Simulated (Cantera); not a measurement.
Feed: 1 mol Si3N4, 0.73 mol CO2, 2.1 mol N2, held at 875 °C and 75.0 Torr.

Method: chemical equilibrium by Gibbs-energy minimisation in Cantera with the NASA 1993 tables (ideal gas, pure condensed phases). Candidate condensed phases: C, Si, SiC, SiO2, Si2N2O, Si3N4; 34 gas species. Mutual solubility and eutectic melting of coexisting phases are not modelled. Equilibrium is a limit: real reactors are often held back by kinetics, nucleation or transport.

Base state: N2 1.00 (mole fractions); condensed: C(graphite) + Si2N2O(s) + Si3N4(s).

Question: What changes in the equilibrium state with this change: Si3N4 replaced by Si?

Answer: 
```tsv
species	before	after
N2	1.00	0.973
CO	1.29e-7	0.0273
C(graphite), mol	0.730	0.677
Si2N2O(s), mol	1.46	0.198
Si3N4(s), mol	0.0267	0
SiO2(β-quartz), mol	0	0.604
```
N2 is the only nitrogen source here; it is nearly inert below about 1500 K, so the nitride shown seldom forms there in practice. The tables hold silica as quartz up to 1696 K and as liquid above; real silica turns to tridymite and cristobalite and melts near 1996 K.
